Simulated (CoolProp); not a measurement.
Vapour-liquid equilibrium of cyclohexane (1) + toluene (2) at 869 kPa; x and y are mole fractions of (1).

Model: multi-fluid Helmholtz-energy mixture model, Zhou 2014 and Lemmon 2006; pair parameters Bell 2016, in CoolProp.

```json
[
 {"x": "0.05", "bubble temperature, mixture model (°C)": "205.5", "bubble temperature, Raoult's law (°C)": "206.2", "y, mixture model": "[?]", "y, Raoult's law": "0.085"},
 {"x": "0.15", "bubble temperature, mixture model (°C)": "200.3", "bubble temperature, Raoult's law (°C)": "202.0", "y, mixture model": "[?]", "y, Raoult's law": "0.240"},
 {"x": "0.25", "bubble temperature, mixture model (°C)": "[?]", "bubble temperature, Raoult's law (°C)": "198.0", "y, mixture model": "0.368", "y, Raoult's law": "0.375"},
 {"x": "0.35", "bubble temperature, mixture model (°C)": "191.6", "bubble temperature, Raoult's law (°C)": "194.2", "y, mixture model": "[?]", "y, Raoult's law": "0.494"},
 {"x": "0.45", "bubble temperature, mixture model (°C)": "188.0", "bubble temperature, Raoult's law (°C)": "190.7", "y, mixture model": "0.577", "y, Raoult's law": "0.599"},
 {"x": "0.55", "bubble temperature, mixture model (°C)": "184.8", "bubble temperature, Raoult's law (°C)": "187.3", "y, mixture model": "0.665", "y, Raoult's law": "0.692"},
 {"x": "0.65", "bubble temperature, mixture model (°C)": "181.9", "bubble temperature, Raoult's law (°C)": "184.0", "y, mixture model": "0.745", "y, Raoult's law": "0.775"},
 {"x": "0.75", "bubble temperature, mixture model (°C)": "[?]", "bubble temperature, Raoult's law (°C)": "181.0", "y, mixture model": "0.820", "y, Raoult's law": "0.848"},
 {"x": "0.85", "bubble temperature, mixture model (°C)": "177.0", "bubble temperature, Raoult's law (°C)": "178.1", "y, mixture model": "0.892", "y, Raoult's law": "0.914"},
 {"x": "0.95", "bubble temperature, mixture model (°C)": "174.9", "bubble temperature, Raoult's law (°C)": "175.3", "y, mixture model": "0.964", "y, Raoult's law": "0.973"}
]
```

Some entries are withheld; supply them.


- 0.05, y, mixture model: 0.087
- 0.15, y, mixture model: 0.239
- 0.25, bubble temperature, mixture model (°C): 195.6
- 0.35, y, mixture model: 0.480
- 0.75, bubble temperature, mixture model (°C): 179.4

The largest gap from Raoult's law is -2.7 K in bubble temperature, at x = 0.45. No azeotrope shows between x = 0.05 and 0.95.

Pair parameters are fitted to limited data, so mixtures are less certain than the pure fluids.
